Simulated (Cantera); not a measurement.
Charge: 1 mol SiH₄, 0.88 mol O₂, 8.7 mol N₂, at 0.0700 bar.

Cantera equilibrium calculation (NASA polynomials, part measured and part estimated; ideal gas, pure solids and liquids). Candidate condensed phases: H₂O, Si, SiO₂, Si₂N₂O, Si₃N₄; 35 gas species. Mutual solubility and eutectic melting of coexisting phases are not modelled. The tables hold silica as quartz up to 1696 K and as liquid above; real silica turns to tridymite and cristobalite and melts near 1996 K. Equilibrium is a limit: real reactors are often held back by kinetics, nucleation or transport.

**Question.** Which condensed phases are stable at each of these points (T (K)): 1550, 1575, 1600, 1625, 1650, 1675, 1700, 1725, 1750, 1775, 1800, 1825, 1850?

**Answer.** 
```json
[
 {"T (K)": "1550", "condensed phases": "SiO₂(β-quartz) + Si₂N₂O(s)", "Si condensed (%)": "99.7"},
 {"T (K)": "1575", "condensed phases": "SiO₂(β-quartz) + Si₂N₂O(s)", "Si condensed (%)": "99.4"},
 {"T (K)": "1600", "condensed phases": "SiO₂(β-quartz) + Si₂N₂O(s)", "Si condensed (%)": "98.9"},
 {"T (K)": "1625", "condensed phases": "SiO₂(β-quartz) + Si₂N₂O(s)", "Si condensed (%)": "98.1"},
 {"T (K)": "1650", "condensed phases": "SiO₂(β-quartz) + Si₂N₂O(s)", "Si condensed (%)": "96.6"},
 {"T (K)": "1675", "condensed phases": "SiO₂(β-quartz) + Si₂N₂O(s)", "Si condensed (%)": "94.2"},
 {"T (K)": "1700", "condensed phases": "SiO₂(condensed) + Si₂N₂O(s)", "Si condensed (%)": "90.1"},
 {"T (K)": "1725", "condensed phases": "SiO₂(condensed) + Si₂N₂O(s)", "Si condensed (%)": "83.4"},
 {"T (K)": "1750", "condensed phases": "SiO₂(condensed)", "Si condensed (%)": "75.9"},
 {"T (K)": "1775", "condensed phases": "SiO₂(condensed)", "Si condensed (%)": "75.8"},
 {"T (K)": "1800", "condensed phases": "SiO₂(condensed)", "Si condensed (%)": "75.7"},
 {"T (K)": "1825", "condensed phases": "SiO₂(condensed)", "Si condensed (%)": "75.5"},
 {"T (K)": "1850", "condensed phases": "SiO₂(condensed)", "Si condensed (%)": "75.3"}
]
```

From 1550 K to 1675 K the condensed part is SiO₂(β-quartz) + Si₂N₂O(s). From 1700 K to 1725 K the condensed part is SiO₂(condensed) + Si₂N₂O(s). From 1750 K to 1850 K the condensed part is SiO₂(condensed).
